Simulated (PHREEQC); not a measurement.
A solution holds 0.097 mol/kgw KHCO3 and 8.8e-05 mol/kgw Na2B4O7, at 20 °C. Closed to the air; pH follows from the charge balance.

The numbers come from PHREEQC with the ion-association model, wateq4f.dat.

This is a speciation only: nothing precipitates in the calculation.

Question: What pH, ionic strength does the model give?

Answer: pH 8.20; ionic strength 0.0984 mol/kgw.

Question: In which forms is B present?

Answer: H3BO3 90 %, H2BO3- 10 % of the B.

Complexes and solids missing from the database can't appear.
